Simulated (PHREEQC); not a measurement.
1 kg of water holding 0.0042 mol/kgw K2CO3 and 0.065 mol/kgw KCl is evaporated at 30 °C; the solids stay in contact with the brine. The system is closed to CO2. The run lets Kalicinite, Sylvite precipitate or redissolve, and no other solid.

Model: Pitzer model, pitzer.dat, run in PHREEQC.

```csv
water left (kg),ionic strength,water activity,Sylvite (mol),C in solution (mol/kgw),K in solution (mol/kgw),Cl in solution (mol/kgw),pH
1,0.0768,0.998,0,0.00420,0.0734,0.0650,10.62
0.5552,0.139,0.996,0,0.00756,0.132,0.117,10.72
0.3082,0.250,0.992,0,0.0136,0.238,0.211,10.81
0.1711,0.452,0.987,0,0.0245,0.429,0.380,10.89
0.09503,0.815,0.976,0,0.0442,0.772,0.684,[?]
0.05277,1.47,0.957,0,0.0796,1.39,[?],11.07
0.02931,2.64,0.923,0,0.143,[?],2.22,11.18
0.01629,4.76,[?],0,0.258,4.51,[?],11.35
0.009043,5.91,0.827,0.0241,0.464,5.45,4.52,11.55
0.005026,6.66,0.819,0.0441,0.836,5.82,4.15,11.77
```

**Question.** Some entries are withheld; supply them.

**Answer.** 
- 0.09503, pH: 10.98
- 0.05277, Cl in solution (mol/kgw): 1.23
- 0.02931, K in solution (mol/kgw): 2.50
- 0.01629, water activity: 0.857
- 0.01629, Cl in solution (mol/kgw): 3.99
